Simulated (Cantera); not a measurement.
An isothermal, constant-pressure homogeneous reactor starts with 4.76 % NH3, 95.2 % N2, at 1923 K and 1.01 bar.

Cantera simulation using the gas-phase N/H chemistry of the illustrative SiF4/NH3 mechanism in the Surface Chemkin manual (1991); the numbers are that mechanism's predictions, not measurements. Walls and surfaces, which speed up NH3 decomposition in real reactors, are not modelled.

One state of this run: x NH3 = 0.00555; x NH2 = 2.71e-5; x N = 3.81e-7; x N2 = 0.934; x H2 = 0.0602; x N2H2 = 1.28e-8; x NH = 1.71e-6. x: mole fraction; the columns are a selection and need not sum to one.

Task: Which value of t (s) does it belong to?
A) 1.51
B) 3.88
C) 0.227
D) 10.0

Result: C, 0.227
